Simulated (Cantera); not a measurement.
Input (Python, Cantera) and output of one run.

```python
import numpy as np
import cantera as ct

gas_names = """
    B BF BF2 BF3 BO BOF BOF2 BO2 B2 B2O B2O2 B2O3 B3O3F3 F FO FO2 F2 F2O O O2 O3
""".split()
cond_names = """
    B(b) B(L) B2O3(L)
""".split()


# ... load() reads the species with a 1 bar reference pressure and builds the phases ...
atoms = {
    'BF3': {'B': 1, 'F': 3},
    'O2': {'O': 2},
}
top_T = {}  # K; cautious upper limits of use, not melting points


# ... equilibrate(T, P, feed) seeds the gas with the atoms and calls Mixture.equilibrate('TP', solver="vcs", rtol=1e-11, max_steps=5000) ...
results = []
feed = {'BF3': 1, 'O2': 5.7}  # mol
P = 8200  # Pa
for T in [1375, 1475, 1575, 1675, 1775, 1875, 1975, 2075, 2175]:
    mix = equilibrate(T, P, feed)
    results.append((T, P, feed, dict(zip(mix.species_names, mix.species_moles))))
    x = sorted(zip(gas.X, gas.species_names), reverse=True)
    print(f"T = {T:g} K  P = {P:g} Pa  gas = {mix.phase_moles(0):.4g} mol")
    print("   x: " + "  ".join(f"{s} {v:.3e}" for v, s in x if v > 0.001))
    print("   condensed (mol): " + ("  ".join(f"{mix.phase(i).name} {mix.phase_moles(i):.4g}"
          for i in range(1, mix.n_phases) if mix.phase_moles(i) > 1e-12) or "none"))
```

Result:

```
T = 1375 K  P = 8200 Pa  gas = 6.7 mol
   x: O2 8.507e-01  BF3 1.492e-01
   condensed (mol): none
T = 1475 K  P = 8200 Pa  gas = 6.7 mol
   x: O2 8.507e-01  BF3 1.492e-01
   condensed (mol): none
T = 1575 K  P = 8200 Pa  gas = 6.701 mol
   x: O2 8.506e-01  BF3 1.492e-01
   condensed (mol): none
T = 1675 K  P = 8200 Pa  gas = 6.702 mol
   x: O2 8.503e-01  BF3 1.490e-01
   condensed (mol): none
T = 1775 K  P = 8200 Pa  gas = 6.706 mol
   x: O2 8.496e-01  BF3 1.486e-01  F 1.008e-03
   condensed (mol): none
T = 1875 K  P = 8200 Pa  gas = 6.714 mol
   x: O2 8.479e-01  BF3 1.477e-01  F 2.341e-03  BOF 1.142e-03
   condensed (mol): none
T = 1975 K  P = 8200 Pa  gas = 6.731 mol
   x: O2 8.447e-01  BF3 1.460e-01  F 4.984e-03  BOF 2.445e-03  O 1.768e-03
   condensed (mol): none
T = 2075 K  P = 8200 Pa  gas = 6.762 mol
   x: O2 8.386e-01  BF3 1.429e-01  F 9.831e-03  BOF 4.842e-03  O 3.728e-03
   condensed (mol): none
T = 2175 K  P = 8200 Pa  gas = 6.817 mol
   x: O2 8.279e-01  BF3 1.375e-01  F 1.809e-02  BOF 8.935e-03  O 7.318e-03
   condensed (mol): none
```

These are equilibrium values from Cantera (NASA tables, ideal gas, pure condensed phases), not measurements of a reactor. The tables' values for BF2 are old estimates; treat these amounts as uncertain.
